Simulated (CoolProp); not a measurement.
The numbers come from the reference Helmholtz-energy equation of state, McLinden 2015 in CoolProp.

### Question
For the fluoroketone C6F12O (FK-5-1-12), give the phase and the cv (kJ/(kg K)), speed of sound (m/s), isothermal compressibility (1/MPa), fugacity coefficient at 177.6 K and 0.652 MPa; 223.6 K and 0.652 MPa; 407.9 K and 0.652 MPa.

### Answer
- 177.6 K and 0.652 MPa: liquid; cv 0.917, speed of sound 905, isothermal compressibility 0.000789, fugacity coefficient 3.25e-6
- 223.6 K and 0.652 MPa: liquid; cv 0.879, speed of sound 750, isothermal compressibility 0.00123, fugacity coefficient 0.000700
- 407.9 K and 0.652 MPa: gas; cv 0.964, speed of sound 85.3, isothermal compressibility 1.97, fugacity coefficient 0.839
